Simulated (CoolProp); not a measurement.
Vapour-liquid equilibrium of ethane (1) + hydrogen chloride (2) at 0.119 MPa; x and y are mole fractions of (1).

Computed with CoolProp (multi-fluid Helmholtz-energy mixture model, Bücker 2006 and Thol 2018; pair parameters Bell 2016).

```
x     bubble temperature, mixture model (K)  bubble temperature, Raoult's law (K)  y, mixture model  y, Raoult's law
----  -------------------------------------  ------------------------------------  ----------------  ---------------
0.05                                  187.0                                 190.9             0.235            0.059
0.15                                  183.4                                 190.5             0.420            0.174
0.25                                  182.2                                 190.2             0.483            0.285
0.35                                  181.8                                 189.8             0.510            0.392
0.45                                  181.6                                 189.5               [?]            0.496
0.55                                  181.6                                 189.1               [?]            0.595
0.65                                    [?]                                 188.8             0.569            0.691
0.75                                  182.1                                 188.5             0.614            0.784
0.85                                  183.1                                 188.1             0.695            0.873
0.95                                  185.5                                 187.8               [?]            0.958
```

### Question
Fill in the missing entries.

### Answer

- 0.45, y, mixture model: 0.526
- 0.55, y, mixture model: 0.543
- 0.65, bubble temperature, mixture model (K): 181.7
- 0.95, y, mixture model: 0.857

The largest gap from Raoult's law is -8.0 K in bubble temperature, at x = 0.35. y crosses x between x = 0.45 and 0.55: the model has an azeotrope there.

Pair parameters are fitted to limited data, so mixtures are less certain than the pure fluids.
